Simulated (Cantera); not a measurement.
## Silicon oxide and oxynitride deposition: SiF₄ + O₃ + N₂

Input: 1 mol SiF₄, 2.1 mol O₃, 2.8 mol N₂, at 1.33 mbar.

Cantera equilibrium calculation (NASA polynomials, part measured and part estimated; ideal gas, pure solids and liquids). Candidate condensed phases: Si, SiO₂, Si₂N₂O, Si₃N₄; 28 gas species. The tables' values for SiF₃, SiO₂ are old estimates; treat these amounts as uncertain. The tables hold silica as quartz up to 1696 K and as liquid above; real silica turns to tridymite and cristobalite and melts near 1996 K. Equilibrium is a limit: real reactors are often held back by kinetics, nucleation or transport.

| T (°C) | x O₂ | x N₂ | x SiF₄ | x O | x NO | x F | x SiF₃ | n SiO₂(condensed) |
|---|---|---|---|---|---|---|---|---|
| 375 | 0.453 | 0.403 | 0.144 | <1e-12 | 8.39e-8 | <1e-12 | <1e-12 | 0 |
| 525 | 0.453 | 0.403 | 0.144 | 1.34e-12 | 2.03e-6 | 1.13e-12 | <1e-12 | 0 |
| 675 | 0.453 | 0.403 | 0.144 | 5.48e-10 | 1.80e-5 | 5.11e-11 | <1e-12 | 0 |
| 825 | 0.453 | 0.403 | 0.144 | 4.37e-8 | 8.77e-5 | 4.64e-9 | 6.14e-11 | 0 |
| 975 | 0.453 | 0.403 | 0.144 | 1.23e-6 | 0.000292 | 1.44e-7 | 6.09e-9 | 0 |
| 1125 | 0.453 | 0.402 | 0.144 | 1.69e-5 | 0.000752 | 2.14e-6 | 2.23e-7 | 0 |
| 1275 | 0.452 | 0.402 | 0.144 | 0.000141 | 0.00161 | 1.90e-5 | 4.03e-6 | 0 |
| 1425 | 0.451 | 0.401 | 0.144 | 0.000805 | 0.00301 | 0.000115 | 4.34e-5 | 0.000121 |
| 1575 | 0.448 | 0.399 | 0.143 | 0.00347 | 0.00507 | 0.000528 | 0.000312 | 0.000201 |
| 1725 | 0.439 | 0.396 | 0.141 | 0.0120 | 0.00781 | 0.00247 | 0.00128 | 0 |
x: gas mole fraction; n: condensed amount in mol.

From 375 °C to 1275 °C nothing is condensed. From 1425 °C to 1575 °C the condensed part is SiO₂(condensed). At 1725 °C nothing is condensed. The main Si-bearing gas is SiF₄ throughout.
